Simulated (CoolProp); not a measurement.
Vapour-liquid equilibrium of propane (1) + isobutene (2) at 0.0533 bar; x and y are mole fractions of (1).

Values from CoolProp's multi-fluid Helmholtz-energy mixture model, Lemmon 2009 and Lemmon 2005; pair parameters Bell 2016.

Task: Give the bubble temperature and the first vapour's composition at x = 0.05, 0.5, 0.8. Is there an azeotrope?

Result: x = 0.05: -69.7 °C, y = 0.367; x = 0.5: -85.3 °C, y = 0.889; x = 0.8: -89.9 °C, y = 0.968. No azeotrope shows between x = 0.05 and 0.95.

The pair parameters rest on a limited set of measurements; away from them the model extrapolates.
